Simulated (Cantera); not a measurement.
A Cantera script and what it prints.

```python
import numpy as np
import cantera as ct

gas_names = """
    H HO2 H2 H2O H2O2 H2S H2SO4 O OH O2 O3 S SH SO SO2 SO3 S2 S2O S8
""".split()
cond_names = """
    H2O(s) H2O(L) H2SO4(L) S(cr1) S(cr2) S(L)
""".split()


# ... load() reads the species with a 1 bar reference pressure and builds the phases ...
atoms = {
    'H2S': {'H': 2, 'S': 1},
    'H2O': {'H': 2, 'O': 1},
    'O2': {'O': 2},
}
top_T = {}  # K; cautious upper limits of use, not melting points


# ... equilibrate(T, P, feed) seeds the gas with the atoms and calls Mixture.equilibrate('TP', solver="vcs", rtol=1e-11, max_steps=5000) ...
results = []
feed = {'H2S': 1, 'H2O': 0.15, 'O2': 8.8}  # mol
P = 3200000  # Pa
for T in [548, 573, 598, 623, 648, 673, 698, 723, 748]:
    mix = equilibrate(T, P, feed)
    results.append((T, P, feed, dict(zip(mix.species_names, mix.species_moles))))

top = {s: max(r[3][s] / sum(r[3][g] for g in gas_names) for r in results) for s in gas_names}
cols = sorted((s for s in top if top[s] > 1e-06), key=lambda s: -top[s])[:7]
seen = [c for c in cond_names if any(r[3].get(c, 0) > 1e-12 for r in results)]
print("log10 of partial pressures in bar; condensed amounts in mol")
print(f"{'T/K':>10s}" + "".join(f"{s[:9]:>10s}" for s in cols + seen))
for T, P, feed, n in results:
    ng = sum(n[g] for g in gas_names)
    print(f"{T:10.4g}" + "".join(f"{np.log10(max(n[s] / ng * P / 1e5, 1e-99)):10.3f}" for s in cols)
          + "".join(f"{n.get(c, 0):10.4g}" for c in seen))
```

It prints:

```
log10 of partial pressures in bar; condensed amounts in mol
       T/K        O2       H2O     H2SO4       SO3       SO2  H2SO4(L)
       548     1.492    -0.159    -0.577    -2.082    -7.332    0.9401
       573     1.488    -0.146    -0.318    -1.439    -6.275    0.8858
       598     1.481    -0.099    -0.089    -0.892    -5.347    0.7881
       623     1.468    -0.000     0.115    -0.453    -4.555    0.6164
       648     1.445     0.144     0.296    -0.109    -3.879    0.3268
       673     1.418     0.287     0.397     0.133    -3.329         0
       698     1.413     0.363     0.317     0.239    -2.946         0
       723     1.408     0.426     0.220     0.322    -2.604         0
       748     1.403     0.476     0.108     0.386    -2.300         0
```

Cantera equilibrium calculation (NASA polynomials, part measured and part estimated; ideal gas, pure solids and liquids). The ideal-gas law is rough above about 30 bar.
